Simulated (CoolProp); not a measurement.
Vapour-liquid equilibrium of acetone (1) + p-xylene (2) at 319.9 K; x and y are mole fractions of (1).

Computed with CoolProp (multi-fluid Helmholtz-energy mixture model, Lemmon 2006 and Zhou 2012; pair parameters Bell 2016).

```json
[
 {"x": "0.05", "bubble pressure (kPa)": "11.23", "y at the bubble point": "0.682", "dew pressure at overall composition x (kPa)": "(withheld)", "liquid density (mol/L)": "8.055"},
 {"x": "0.125", "bubble pressure (kPa)": "20.29", "y at the bubble point": "(withheld)", "dew pressure at overall composition x (kPa)": "4.238", "liquid density (mol/L)": "8.313"},
 {"x": "0.2", "bubble pressure (kPa)": "27.41", "y at the bubble point": "0.884", "dew pressure at overall composition x (kPa)": "4.627", "liquid density (mol/L)": "8.587"},
 {"x": "0.275", "bubble pressure (kPa)": "33.16", "y at the bubble point": "0.910", "dew pressure at overall composition x (kPa)": "5.094", "liquid density (mol/L)": "(withheld)"},
 {"x": "0.35", "bubble pressure (kPa)": "(withheld)", "y at the bubble point": "0.926", "dew pressure at overall composition x (kPa)": "5.666", "liquid density (mol/L)": "9.188"},
 {"x": "0.425", "bubble pressure (kPa)": "42.19", "y at the bubble point": "(withheld)", "dew pressure at overall composition x (kPa)": "(withheld)", "liquid density (mol/L)": "9.519"},
 {"x": "0.5", "bubble pressure (kPa)": "46.02", "y at the bubble point": "0.947", "dew pressure at overall composition x (kPa)": "7.305", "liquid density (mol/L)": "9.874"},
 {"x": "0.575", "bubble pressure (kPa)": "49.68", "y at the bubble point": "0.955", "dew pressure at overall composition x (kPa)": "8.538", "liquid density (mol/L)": "10.25"},
 {"x": "0.65", "bubble pressure (kPa)": "53.30", "y at the bubble point": "0.963", "dew pressure at overall composition x (kPa)": "10.27", "liquid density (mol/L)": "10.66"},
 {"x": "0.725", "bubble pressure (kPa)": "57.01", "y at the bubble point": "0.970", "dew pressure at overall composition x (kPa)": "12.87", "liquid density (mol/L)": "11.11"},
 {"x": "0.8", "bubble pressure (kPa)": "60.91", "y at the bubble point": "0.978", "dew pressure at overall composition x (kPa)": "17.21", "liquid density (mol/L)": "11.59"},
 {"x": "0.875", "bubble pressure (kPa)": "65.09", "y at the bubble point": "(withheld)", "dew pressure at overall composition x (kPa)": "25.78", "liquid density (mol/L)": "12.11"},
 {"x": "0.95", "bubble pressure (kPa)": "(withheld)", "y at the bubble point": "0.994", "dew pressure at overall composition x (kPa)": "47.26", "liquid density (mol/L)": "12.68"}
]
```

Fill in the missing entries.


- 0.05, dew pressure at overall composition x (kPa): 3.909
- 0.125, y at the bubble point: 0.834
- 0.275, liquid density (mol/L): 8.878
- 0.35, bubble pressure (kPa): 37.98
- 0.425, y at the bubble point: 0.938
- 0.425, dew pressure at overall composition x (kPa): 6.382
- 0.875, y at the bubble point: 0.986
- 0.95, bubble pressure (kPa): 69.62

No azeotrope shows between x = 0.05 and 0.95.

Pair parameters are fitted to limited data, so mixtures are less certain than the pure fluids. With so large a gap from Raoult's law the liquid may split in two, which this calculation doesn't test in full.
